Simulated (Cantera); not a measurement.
An isothermal, constant-pressure homogeneous reactor starts with 0.288 % CH₂O, 0.506 % O₂, 99.2 % N₂, at 1398 K and 100000 Pa.

Cantera simulation using GRI-Mech 3.0 (53 species, 325 reactions); the numbers are that mechanism's predictions, not measurements.

One state of this run: x CH₂O = <1e-12; x O₂ = 0.00221; x NO = 1.68e-6; x CH₃ = <1e-12; x CH₂CO = <1e-12; x C₂H₆ = <1e-12; x HCO = <1e-12. x: mole fraction; the columns are a selection and need not sum to one.

### Question
Which value of t (s) does it belong to?
(A) 0.00245
(B) 0.00111
(C) 0.0267
(D) 0.000500

### Answer
C, 0.0267
